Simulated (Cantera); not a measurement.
Input: 1 mol Al2O3, 0.05 mol N2, held at 1448.15 K and 6.30 Pa.

Cantera equilibrium calculation (NASA polynomials, part measured and part estimated; ideal gas, pure solids and liquids). Candidate condensed phases: Al, AlN, Al2O3; 16 gas species. The numbers say what is thermodynamically allowed, not how fast it happens.

Base state: N2 1.00 (mole fractions); condensed: Al2O3(s).

Q: What changes in the equilibrium state with this change: Al2O3 replaced by Si3N4?

A: 
```
species        before    after
-------------  ------  -------
N2               1.00    1.000
Si                  0  1.90e-5
Al2O3(s), mol    1.00        0
Si3N4(s), mol       0     1.00
```
Further candidate phases: Si, Si3N4.

Q: What changes in the equilibrium state with this change: temperature from 1448.15 K to 2648 K?

A: 
```
species        before     after
-------------  ------  --------
O               <1e-9     0.520
Al              <1e-9     0.307
AlO             <1e-9     0.118
N2               1.00    0.0112
Al2O            <1e-9    0.0208
O2              <1e-9    0.0205
NO              <1e-9   0.00109
Al2O2           <1e-9  0.000429
AlO2            <1e-9   7.68e-5
N               <1e-9   1.42e-5
Al2O3(s), mol    1.00         0
```
